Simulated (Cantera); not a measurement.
A Cantera script and what it prints.

```python
import numpy as np
import cantera as ct

gas_names = """
    C CH CH2 CH3 CH2OH CH3O CH4 CH3OH CO CO2 COOH C2 C2H CHCO,ketyl C2H2,acetylene C2H2,vinylidene
    CH2CO,ketene C2H3,vinyl CH3CO,acetyl C2H4 C2H4O,ethylen CH3CHO,ethanal CH3COOH (HCOOH)2 C2H5 C2H6
    CH3OCH3 C2H5OH C2O C3 C3H3,propargyl C3H4,allene C3H4,propyne C3H4,cyclo- C3H5,allyl C3H6,propylene
    C3H6,cyclo- C3H6O C3H7,n-propyl C3H7,i-propyl C3H8 C3H8O,1propanol C3H8O,2propanol C3O2 C4 C4H2
    C4H4,1,3-cyclo- C4H6,butadiene C4H6,2-butyne C4H6,cyclo- C4H8,1-butene C4H8,cis2-buten
    C4H8,tr2-butene C4H8,isobutene C4H8,cyclo- (CH3COOH)2 C4H9,n-butyl C4H9,i-butyl C4H9,s-butyl
    C4H9,t-butyl C4H10,isobutane C4H10,n-butane C5 C5H6,1,3cyclo- C5H8,cyclo- C5H10,1-pentene
    C5H10,cyclo- C5H11,pentyl C5H11,t-pentyl C5H12,n-pentane C5H12,i-pentane CH3C(CH3)2CH3 C6H2
    C6H5,phenyl C6H5O,phenoxy C6H6 C6H5OH,phenol C6H10,cyclo- C6H12,1-hexene C6H12,cyclo- C6H13,n-hexyl
    C7H7,benzyl C7H8 C7H8O,cresol C7H14,1-heptene C7H15,n-heptyl C7H16,n-heptane C8H8,styrene
    C8H10,ethylbenz C8H16,1-octene C8H17,n-octyl C8H18,isooctane C8H18,n-octane C9H19,n-nonyl
    C10H8,naphthale C10H21,n-decyl C12H9,o-bipheny C12H10,bipheny H HCO HO2 H2 HCHO,formaldehy HCOOH H2O
    H2O2 O OH O2 O3 Si SiC SiC2 SiC4H12 SiH SiH2 SiH3 SiH4 SiO SiO2 Si2 Si2C Si3
""".split()
cond_names = """
    C(gr) C6H6(L) C7H8(L) C8H18(L),n-octa H2O(s) H2O(L) Si(cr) Si(L) SiC(b) SiO2(Lqz) SiO2(hqz) SiO2(L)
""".split()


def load(file, names, dense=False):
    # The tables refer to 1 bar. Condensed volumes are neglected.
    table = {s.name: s for s in ct.Species.list_from_file(file)}
    out = []
    for n in names:
        d = dict(table[n].input_data)
        d["thermo"] = dict(d["thermo"], **{"reference-pressure": 1e5})
        if dense:
            d["equation-of-state"] = {"model": "constant-volume", "density": "1e6 g/cm^3"}
        out.append(ct.Species.from_dict(d))
    return out


gas = ct.Solution(thermo="ideal-gas", species=load("nasa_gas.yaml", gas_names))
cond = {s.name: ct.Solution(thermo="fixed-stoichiometry", species=[s], name=s.name)
        for s in load("nasa_condensed.yaml", cond_names, dense=True)}
atoms = {
    'HMDSO': {'Si': 2, 'C': 6, 'H': 18, 'O': 1},
    'O2': {'O': 2},
    'H2': {'H': 2},
}
top_T = {'C(gr)': 4500, 'SiC(b)': 3050}  # K; cautious upper limits of use, not melting points


def equilibrate(T, P, feed):
    n = {}
    for name, mol in feed.items():
        for a, k in atoms[name].items():
            n[a] = n.get(a, 0.0) + k * mol
    gas.TPX = T, P, n
    mass = sum(n.values()) * gas.mean_molecular_weight
    gas.equilibrate("TP")
    valid = [c for c in cond.values() if c.min_temp <= T <= top_T.get(c.name, c.max_temp)]
    mix = ct.Mixture([(gas, mass / gas.mean_molecular_weight)] + [(c, 0.0) for c in valid])
    mix.T, mix.P = T, P
    mix.equilibrate("TP", solver="vcs", rtol=1e-11, max_steps=5000)
    return mix


results = []
feed = {'HMDSO': 1, 'O2': 0.27, 'H2': 0.19}  # mol
T = 2148  # K
for P in [5, 26, 140, 710, 3700, 19000, 100000]:
    mix = equilibrate(T, P, feed)
    results.append((T, P, feed, dict(zip(mix.species_names, mix.species_moles))))

top = {s: max(r[3][s] / sum(r[3][g] for g in gas_names) for r in results) for s in gas_names}
cols = sorted((s for s in top if top[s] > 1e-06), key=lambda s: -top[s])[:9]
seen = [c for c in cond_names if any(r[3].get(c, 0) > 1e-12 for r in results)]
print("log10 of partial pressures in bar; condensed amounts in mol")
print(f"{'P/Pa':>10s}" + "".join(f"{s[:9]:>10s}" for s in cols + seen))
for T, P, feed, n in results:
    ng = sum(n[g] for g in gas_names)
    print(f"{P:10.4g}" + "".join(f"{np.log10(max(n[s] / ng * P / 1e5, 1e-99)):10.3f}" for s in cols)
          + "".join(f"{n.get(c, 0):10.4g}" for c in seen))
```

Output:

```
log10 of partial pressures in bar; condensed amounts in mol
      P/Pa        H2         H        CO        Si      SiC2      Si2C       SiO C2H2,acet       SiH     C(gr)    SiC(b)
         5    -4.698    -4.729    -5.309    -5.240    -6.345    -7.093    -7.743    -7.416    -7.898     4.133         0
        26    -3.810    -4.285    -4.524    -4.698    -5.803    -6.009    -6.416    -6.528    -6.912     3.466    0.7732
       140    -2.978    -3.869    -3.731    -4.698    -5.803    -6.009    -5.624    -5.696    -6.496     2.628     1.784
       710    -2.240    -3.500    -3.009    -4.698    -5.803    -6.009    -4.901    -4.958    -6.127     2.496     1.942
      3700    -1.510    -3.135    -2.285    -4.698    -5.803    -6.009    -4.178    -4.227    -5.761      2.47     1.973
   1.9e+04    -0.794    -2.777    -1.572    -4.698    -5.803    -6.009    -3.464    -3.511    -5.403     2.465     1.979
     1e+05    -0.070    -2.415    -0.849    -4.698    -5.803    -6.009    -2.742    -2.788    -5.042     2.462      1.98
```

These are equilibrium values from Cantera (NASA tables, ideal gas, pure condensed phases), not measurements of a reactor. The feed counts by its element totals alone. Gases not in the tables: Si2H6 and higher silanes.
